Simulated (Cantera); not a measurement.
An isothermal, constant-pressure homogeneous reactor starts with 43.1 % CH₄, 26.7 % H₂O, 30.2 % H₂, at 1598 K and 0.133 bar.

Model: GRI-Mech 3.0 (53 species, 325 reactions), integrated in Cantera. GRI-Mech 3.0 stops at C3 and has no aromatics, soot or wall deposition, so with more carbon than oxygen in the feed, carbon stays in small species such as C2H2 where larger ones or solid carbon would form.

Predict: x(CH₄) at 10.0 s; x(H₂O) at 10.0 s; x(H₂) at 10.0 s; x(CH₂CO) at 10.0 s; x(OH) at 10.0 s.


```
Property                                              Result
------------------  ----------------------------------------
x(CH₄) at 10.0 s      0.0185 (gas-phase equilibrium 0.00623)
x(H₂O) at 10.0 s      0.0754 (gas-phase equilibrium 3.17e-7)
x(H₂) at 10.0 s          0.729 (gas-phase equilibrium 0.790)
x(CH₂CO) at 10.0 s   7.33e-6 (gas-phase equilibrium 4.91e-8)
x(OH) at 10.0 s     4.98e-7 (gas-phase equilibrium 2.04e-12)
```
